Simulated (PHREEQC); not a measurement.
Make-up at 20 °C: 0.036 mol/kgw MgSO4 and 0.055 mol/kgw H2SO4. Closed to the air; pH follows from the charge balance.

The numbers come from PHREEQC with the ion-association model, wateq4f.dat.

This is a speciation only: nothing precipitates in the calculation.

Problem. Predict the pH, ionic strength.

Solution. pH 1.31; ionic strength 0.153 mol/kgw.

Problem. In which forms is S present?

Solution. HSO4- 55 %, SO4-2 30 %, MgSO4 15 % of the S.

Species that the database lacks are ignored.
